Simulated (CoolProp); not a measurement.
Model: reference Helmholtz-energy equation of state, Rui 2013, in CoolProp.

Q: For R236EA, give the phase and the density (kg/m³), cp (kJ/(kg K)), isothermal compressibility (1/MPa), viscosity (µPa s) at 412 K and 2.5 MPa.

A: 
- 412 K and 2.5 MPa: gas; density 165, cp 1.39, isothermal compressibility 0.682, viscosity 17.3

Viscosity comes from a separate model (Huber 2003), an estimate that may be off by 10 % or more.
